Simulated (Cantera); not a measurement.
Input: 1 mol MgO, 6 mol HCl, held at 1175 K and 0.260 bar.

Equilibrium computed with Cantera from the NASA thermochemical tables; the gas is ideal and each condensed phase is pure. Candidate condensed phases: H2O, Mg, MgCl2, MgO, Mg(OH)2; 22 gas species. Equilibrium is a limit: real reactors are often held back by kinetics, nucleation or transport.

Base state: HCl 0.969, H2O 0.0152, MgCl2 0.0152, H2 3.81e-5, Cl 3.30e-5, Cl2 2.16e-5 (mole fractions); condensed: MgO(s).

What changes in the equilibrium state with this change: MgO replaced by Al2O3?


```
species         before     after
-------------  -------  --------
HCl              0.969     0.998
H2O             0.0152   0.00124
AlCl3                0  0.000830
MgCl2           0.0152         0
Cl2            2.16e-5   2.23e-5
H2             3.81e-5   3.91e-5
Cl             3.30e-5   3.35e-5
MgO(s), mol      0.909         0
Al2O3(s), mol        0     0.998
```
Further candidate phases: Al, AlCl3, Al2O3.

What changes in the equilibrium state with this change: temperature from 1175 K to 1750 K?


```
species       before     after
-----------  -------  --------
HCl            0.969     0.746
MgCl2         0.0152     0.123
H2O           0.0152     0.123
H            1.48e-9   2.36e-5
OH           4.13e-9   6.35e-5
Cl           3.30e-5   0.00507
H2           3.81e-5   0.00268
Cl2          2.16e-5  0.000109
MgO(s), mol    0.909     0.260
```

What changes in the equilibrium state with this change: temperature from 1175 K to 1848 K?


```csv
species,before,after
HCl,0.969,0.694
MgCl2,0.0152,0.147
H2O,0.0152,0.146
H,1.48e-9,6.88e-5
OH,4.13e-9,0.000169
O2,<1e-9,2.99e-5
Cl,3.30e-5,0.00830
H2,3.81e-5,0.00437
"MgO(s), mol",0.909,0.117
```
